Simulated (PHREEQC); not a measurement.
A solution holds 0.23 mol ZnSO4 per kg of water, at 87 °C. Closed to the air; pH follows from the charge balance.

The numbers come from PHREEQC with the ion-association model, phreeqc.dat.

Question: The ionic strength comes out as 0.433 mol/kgw. What activity coefficients do HSO4-, H+, SO4-2, ZnOH+, Zn+2 get?

Answer: HSO4- 0.70, H+ 0.75, SO4-2 0.18, ZnOH+ 0.70, Zn+2 0.19.

Precipitation was switched off in this run. Species that the database lacks are ignored. Constants without temperature data keep their 25 °C values here.
